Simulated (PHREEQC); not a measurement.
Consider water at 25 °C with 1.5 mol/kgw MgCl2, 1.2 mol/kgw MnCl2 and 0.16 mol/kgw LiCl. Closed to the air; pH follows from the charge balance.

The numbers come from PHREEQC with the Pitzer model, pitzer.dat.

Each row changes one thing in this solution. No solid was allowed to form.

```tsv
case	pH	SI of Bischofite (MgCl2:6H2O)	SI of MgCl2_4H2O (MgCl2:4H2O)
as made	4.92	-3.00	-5.17
LiCl from 0.16 to 0.08 mol/kgw	___	-3.04	-5.21
LiCl from 0.16 to 0.144 mol/kgw	___	-3.01	-5.17
```

Question: Complete the blanks.

Answer: 
- LiCl from 0.16 to 0.08 mol/kgw, pH: 4.95
- LiCl from 0.16 to 0.144 mol/kgw, pH: 4.93

In brines, pH and single-ion activities rest on the MacInnes convention.
